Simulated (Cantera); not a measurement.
An adiabatic, constant-volume homogeneous reactor starts with CH4 : O2 : N2 : H2O = 1 : 0.909 : 3.42 : 1.1 (molar parts), at 1398 K and 1.00 bar. Integrator tolerance rtol = 1e-08.

Computed with Cantera and GRI-Mech 3.0 (53 species, 325 reactions).

```json
[
 {"quantity": "time of steepest temperature rise", "before": "7.98 ms", "after": "0.145 ms"},
 {"quantity": "temperature at 2.00 s", "before": "2405 K", "after": "2675 K"},
 {"quantity": "equilibrium temperature", "before": "2405 K", "after": "2675 K"},
 {"quantity": "x(CH4) at 2.00 s", "before": "5.22e-11 (gas-phase equilibrium 5.95e-11)", "after": "1.27e-11 (gas-phase equilibrium 1.45e-11)"},
 {"quantity": "x(O2) at 2.00 s", "before": "1.12e-5 (gas-phase equilibrium 1.12e-5)", "after": "0.000167 (gas-phase equilibrium 0.000167)"},
 {"quantity": "x(H2O) at 2.00 s", "before": "0.229 (gas-phase equilibrium 0.229)", "after": "0.224 (gas-phase equilibrium 0.224)"},
 {"quantity": "x(HCN) at 2.00 s", "before": "1.02e-7 (gas-phase equilibrium 1.02e-7)", "after": "8.60e-8 (gas-phase equilibrium 8.60e-8)"},
 {"quantity": "x(H2) at 2.00 s", "before": "0.179 (gas-phase equilibrium 0.179)", "after": "0.173 (gas-phase equilibrium 0.173)"}
]
```

Task: Name the change that produced these shifts.
(A) initial temperature 1398 to 1450 K
(B) initial temperature 1398 to 1775 K
(C) initial temperature 1398 to 1798 K
(D) constant pressure in place of constant volume

Result: C, initial temperature 1398 to 1798 K
